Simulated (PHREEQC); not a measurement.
0.28 g of hydrous ferric oxide (600 m²/g; 0.2 weak and 0.005 strong sites per Fe, Dzombak-Morel constants, diffuse double layer) in 1 kg of water with 0.01 mol/kgw of an inert sodium salt and 1.7e-06 mol Na2HAsO4 and 1e-05 mol CuSO4, at 25 °C; the pH is set by adding NaOH or the inert anion's acid. Oxygen is held at 0.21 atm. No CO2 enters from the air. Precipitation was switched off in this run.

Model: ion-association model, wateq4f.dat, run in PHREEQC.

| pH | As sorbed (%) | S sorbed (%) | Cu sorbed (%) | surface charge σ (C/m²) | surface potential ψ (mV) |
|---|---|---|---|---|---|
| 3 | 100.0 | 100.0 | 0.0 | 0.314 | 201 |
| 3.5 | 100.0 | 100.0 | ___ | 0.266 | 195 |
| 4 | 100.0 | 100.0 | 2.9 | 0.209 | 183 |
| 4.5 | 100.0 | 99.9 | 17.9 | 0.155 | 168 |
| 5 | 100.0 | 99.6 | 57.7 | 0.109 | 150 |
| 5.5 | 100.0 | 98.1 | ___ | ___ | 130 |
| 6 | 100.0 | 90.4 | 98.5 | 0.048 | 108 |
| 6.5 | 100.0 | 60.9 | ___ | 0.030 | 85 |
| 7 | 100.0 | 18.9 | 99.9 | ___ | 61 |
| 7.5 | 100.0 | 2.9 | 100.0 | 0.008 | 34 |
| 8 | 100.0 | ___ | 100.0 | 0.002 | 7 |
| 8.5 | 99.9 | 0.0 | 100.0 | -0.005 | -21 |
| 9 | 99.0 | 0.0 | 100.0 | -0.013 | -48 |

Q: Some entries are withheld; supply them.

A: 
- 3.5, Cu sorbed (%): 0.4
- 5.5, Cu sorbed (%): 89.8
- 5.5, surface charge σ (C/m²): 0.074
- 6.5, Cu sorbed (%): 99.8
- 7, surface charge σ (C/m²): 0.017
- 8, S sorbed (%): 0.4

The database has no arsenate complexes of Cu. The database's constant for dissolved Cu(OH)2 is higher than later reviews accept. The oxide is taken as insoluble; below pH 4 it would dissolve.
